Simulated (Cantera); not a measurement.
Input (Python, Cantera) and output of one run.

```python
import numpy as np
import cantera as ct

gas_names = [...]  # 109 gases of nasa_gas.yaml made of C, Cl, H, Si
cond_names = """
    C(gr) C6H6(L) C7H8(L) C8H18(L),n-octa Si(cr) Si(L) SiC(b)
""".split()


# ... load() reads the species with a 1 bar reference pressure and builds the phases ...
atoms = {
    'SiH2Cl2': {'Si': 1, 'H': 2, 'CL': 2},
    'H2': {'H': 2},
    'C3H8': {'C': 3, 'H': 8},
}
top_T = {'C(gr)': 4500, 'SiC(b)': 3050}  # K; cautious upper limits of use, not melting points


# ... equilibrate(T, P, feed) seeds the gas with the atoms and calls Mixture.equilibrate('TP', solver="vcs", rtol=1e-11, max_steps=5000) ...
results = []
feed = {'SiH2Cl2': 1, 'H2': 2.7, 'C3H8': 0.064}  # mol
T = 2048.15  # K
P = 1333.22  # Pa
mix = equilibrate(T, P, feed)
results.append((T, P, feed, dict(zip(mix.species_names, mix.species_moles))))
x = sorted(zip(gas.X, gas.species_names), reverse=True)
print(f"T = {T:g} K  P = {P:g} Pa  gas = {mix.phase_moles(0):.4g} mol")
print("   x: " + "  ".join(f"{s} {v:.3e}" for v, s in x if v > 1e-05))
print("   condensed (mol): " + ("  ".join(f"{mix.phase(i).name} {mix.phase_moles(i):.4g}"
      for i in range(1, mix.n_phases) if mix.phase_moles(i) > 1e-12) or "none"))
```

Output:

```
T = 2048.15 K  P = 1333.22 Pa  gas = 5.042 mol
   x: H2 6.870e-01  HCL 1.785e-01  SiCL2 1.051e-01  H 1.609e-02  Si 5.678e-03  SiCL 3.346e-03  CL 3.095e-03  SiCL3 5.088e-04  SiH 3.301e-04  Si2C 1.898e-04  SiH2 9.530e-05  Si2 6.590e-05  Si3 1.380e-05
   condensed (mol): Si(L) 0.2261  SiC(b) 0.191
```

Method: chemical equilibrium by Gibbs-energy minimisation in Cantera with the NASA 1993 tables (ideal gas, pure condensed phases). Mutual solubility and eutectic melting of coexisting phases are not modelled. The tables' values for SiCl, SiCl3 are old estimates; treat these amounts as uncertain. Gases not in the tables: Si2H6 and higher silanes.
